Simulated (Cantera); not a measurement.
# Equilibrium for iron carbonyl, mercury and lead vapours: PbO + N2

Feed: 1 mol PbO, 24 mol N2, equilibrated at 72.8 Torr.

Equilibrium computed with Cantera from the NASA thermochemical tables; the gas is ideal and each condensed phase is pure. Candidate condensed phases: Pb, PbO, PbO2, Pb3O4; 12 gas species. Gases not in the tables: (PbO)n polymers. The numbers say what is thermodynamically allowed, not how fast it happens.

| T (K) | x N2 | x PbO | x Pb | x O2 | n PbO(yellow) | n PbO(l) |
|---|---|---|---|---|---|---|
| 925 | 1.00 | 2.10e-7 | 4.43e-8 | 1.99e-8 | 1.000 | 0 |
| 1025 | 1.000 | 7.06e-6 | 1.32e-6 | 6.18e-7 | 1.000 | 0 |
| 1125 | 1.000 | 0.000124 | 2.12e-5 | 1.02e-5 | 0.997 | 0 |
| 1225 | 0.999 | 0.00116 | 0.000195 | 9.49e-5 | 0 | 0.967 |
| 1325 | 0.991 | 0.00711 | 0.00122 | 0.000594 | 0 | 0.798 |
| 1425 | 0.958 | 0.0332 | 0.00579 | 0.00284 | 0 | 0.0245 |
| 1525 | 0.956 | 0.0310 | 0.00885 | 0.00431 | 0 | 0 |
x: gas mole fraction; n: condensed amount in mol.

From 925 K to 1125 K the condensed part is PbO(yellow). From 1225 K to 1425 K the condensed part is PbO(l). At 1525 K nothing is condensed.
